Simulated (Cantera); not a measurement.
An adiabatic, constant-pressure homogeneous reactor starts with CH₄ : O₂ : N₂ = 1 : 1.82 : 6.84 (molar parts), at 1625 K and 1000000 Pa. Integrator tolerance rtol = 1e-08.

Cantera simulation using GRI-Mech 3.0 (53 species, 325 reactions); the numbers are that mechanism's predictions, not measurements.

What does this change do: 0.31 parts H2O added?


```tsv
quantity	before	after
time of steepest temperature rise	64.2 µs	67.9 µs
temperature at 6.00 s	2968 K	2931 K
equilibrium temperature	2968 K	2931 K
x(CH₄) at 6.00 s	<1e-12 (gas-phase equilibrium <1e-12)	<1e-12 (gas-phase equilibrium <1e-12)
x(O₂) at 6.00 s	0.00918 (gas-phase equilibrium 0.00918)	0.00867 (gas-phase equilibrium 0.00867)
x(H₂O₂) at 6.00 s	8.20e-7 (gas-phase equilibrium 8.20e-7)	8.62e-7 (gas-phase equilibrium 8.62e-7)
x(C₂H₂) at 6.00 s	<1e-12 (gas-phase equilibrium <1e-12)	<1e-12 (gas-phase equilibrium <1e-12)
x(C₂H₆) at 6.00 s	<1e-12 (gas-phase equilibrium <1e-12)	<1e-12 (gas-phase equilibrium <1e-12)
x(N₂O) at 6.00 s	1.46e-6 (gas-phase equilibrium 1.46e-6)	1.32e-6 (gas-phase equilibrium 1.32e-6)
```

What does this change do: initial temperature 1625 to 1425 K?


```
quantity                                                            before                                    after
---------------------------------  ---------------------------------------  ---------------------------------------
time of steepest temperature rise                                  64.2 µs                                 0.410 ms
temperature at 6.00 s                                               2968 K                                   2876 K
equilibrium temperature                                             2968 K                                   2876 K
x(CH₄) at 6.00 s                     <1e-12 (gas-phase equilibrium <1e-12)    <1e-12 (gas-phase equilibrium <1e-12)
x(O₂) at 6.00 s                    0.00918 (gas-phase equilibrium 0.00918)  0.00701 (gas-phase equilibrium 0.00701)
x(H₂O₂) at 6.00 s                  8.20e-7 (gas-phase equilibrium 8.20e-7)  6.48e-7 (gas-phase equilibrium 6.48e-7)
x(C₂H₂) at 6.00 s                    <1e-12 (gas-phase equilibrium <1e-12)    <1e-12 (gas-phase equilibrium <1e-12)
x(C₂H₆) at 6.00 s                    <1e-12 (gas-phase equilibrium <1e-12)    <1e-12 (gas-phase equilibrium <1e-12)
x(N₂O) at 6.00 s                   1.46e-6 (gas-phase equilibrium 1.46e-6)  1.14e-6 (gas-phase equilibrium 1.14e-6)
```
